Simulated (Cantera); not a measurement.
# Premixed flame

A freely propagating, adiabatic, planar premixed flame of H₂ : O₂ : N₂ = 1 : 0.278 : 1.04 (molar parts), equivalence ratio 1.8, unburnt at 475 K and 0.750 bar; mixture-averaged transport, grid criteria slope 0.08 and curve 0.16, no radiation.

Detailed kinetics in Cantera: the H2/O2 subset of GRI-Mech 3.0, which has no nitrogen chemistry. Burning velocities carry a grid error of a few per cent, more on coarse grids.

```json
[
 {"z (mm)": "-1.79", "T (K)": "475", "u (m/s)": "6.08", "x H₂": "0.431", "x O₂": "0.120", "x H₂O₂": "<1e-8", "x H": "<1e-8", "x H₂O": "<1e-8", "x OH": "<1e-8"},
 {"z (mm)": "-1.19", "T (K)": "475", "u (m/s)": "6.08", "x H₂": "0.431", "x O₂": "0.120", "x H₂O₂": "<1e-8", "x H": "<1e-8", "x H₂O": "<1e-8", "x OH": "<1e-8"},
 {"z (mm)": "-0.894", "T (K)": "475", "u (m/s)": "6.08", "x H₂": "0.431", "x O₂": "0.120", "x H₂O₂": "<1e-8", "x H": "<1e-8", "x H₂O": "<1e-8", "x OH": "<1e-8"},
 {"z (mm)": "-0.596", "T (K)": "475", "u (m/s)": "6.08", "x H₂": "0.431", "x O₂": "0.120", "x H₂O₂": "<1e-8", "x H": "<1e-8", "x H₂O": "6.08e-8", "x OH": "<1e-8"},
 {"z (mm)": "-0.298", "T (K)": "492", "u (m/s)": "6.27", "x H₂": "0.428", "x O₂": "0.120", "x H₂O₂": "5.09e-6", "x H": "0.000104", "x H₂O": "0.000541", "x OH": "4.98e-5"},
 {"z (mm)": "-0.149", "T (K)": "740", "u (m/s)": "9.21", "x H₂": "0.395", "x O₂": "0.114", "x H₂O₂": "2.17e-5", "x H": "0.00791", "x H₂O": "0.0205", "x OH": "0.000753"},
 {"z (mm)": "0", "T (K)": "1173", "u (m/s)": "14.2", "x H₂": "0.290", "x O₂": "0.0763", "x H₂O₂": "2.02e-6", "x H": "0.0501", "x H₂O": "0.104", "x OH": "0.00219"},
 {"z (mm)": "0.149", "T (K)": "1461", "u (m/s)": "17.5", "x H₂": "0.192", "x O₂": "0.0203", "x H₂O₂": "1.14e-6", "x H": "0.0884", "x H₂O": "0.210", "x OH": "0.00465"},
 {"z (mm)": "0.298", "T (K)": "1585", "u (m/s)": "18.8", "x H₂": "0.170", "x O₂": "0.00446", "x H₂O₂": "7.36e-7", "x H": "0.0921", "x H₂O": "0.242", "x OH": "0.00537"},
 {"z (mm)": "0.596", "T (K)": "1701", "u (m/s)": "20.1", "x H₂": "0.173", "x O₂": "0.00155", "x H₂O₂": "4.81e-7", "x H": "0.0806", "x H₂O": "0.249", "x OH": "0.00600"},
 {"z (mm)": "1.19", "T (K)": "1826", "u (m/s)": "21.3", "x H₂": "0.182", "x O₂": "0.00105", "x H₂O₂": "2.73e-7", "x H": "0.0644", "x H₂O": "0.253", "x OH": "0.00625"},
 {"z (mm)": "2.38", "T (K)": "1948", "u (m/s)": "22.6", "x H₂": "0.191", "x O₂": "0.000649", "x H₂O₂": "1.42e-7", "x H": "0.0482", "x H₂O": "0.257", "x OH": "0.00587"},
 {"z (mm)": "4.77", "T (K)": "2055", "u (m/s)": "23.6", "x H₂": "0.198", "x O₂": "0.000345", "x H₂O₂": "7.26e-8", "x H": "0.0338", "x H₂O": "0.262", "x OH": "0.00491"}
]
```
x: mole fraction of selected species; z is measured from the peak of heat release.

```json
{
 "laminar_burning_velocity": "608 cm/s",
 "thermal_thickness": "0.596 mm",
 "peak x(H₂O₂)": "2.50e-5",
 "peak x(H)": "0.0930",
 "peak x(OH)": "0.00626",
 "grid_points": "130"
}
```
